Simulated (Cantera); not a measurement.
**Thermodynamics of aluminium nitride and oxide growth, feed AlCl3 + O2 + N2**

Input: 1 mol AlCl3, 5.2 mol O2, a varied amount of N2, equilibrated at 850 K and 0.133 bar.

These are equilibrium values from Cantera (NASA tables, ideal gas, pure condensed phases), not measurements of a reactor. Candidate condensed phases: Al, AlCl3, AlN, Al2O3; 24 gas species. Condensed phases not in the tables: AlOCl. Equilibrium is a limit: real reactors are often held back by kinetics, nucleation or transport.

```csv
n(N2) (mol),x N2,x O2,x Cl2,x Cl,x NO,n Al2O3(s)
1.7,0.222,0.582,0.196,3.39e-5,3.97e-6,0.500
3.2,0.350,0.486,0.164,3.10e-5,4.56e-6,0.500
5.8,0.494,0.379,0.128,2.73e-5,4.78e-6,0.500
11,0.649,0.263,0.0885,2.27e-5,4.56e-6,0.500
19,0.762,0.178,0.0601,1.87e-5,4.07e-6,0.500
36,0.858,0.106,0.0357,1.45e-5,3.33e-6,0.500
65,0.916,0.0627,0.0211,1.11e-5,2.65e-6,0.500
120,0.953,0.0353,0.0119,8.34e-6,2.03e-6,0.500
220,0.974,0.0197,0.00664,6.23e-6,1.53e-6,0.500
400,0.985,0.0110,0.00369,4.65e-6,1.15e-6,0.500
720,0.992,0.00613,0.00206,3.47e-6,8.62e-7,0.500
```
x: gas mole fraction; n: condensed amount in mol.

From 1.7 mol N2 to 720 mol N2 the condensed part is Al2O3(s).
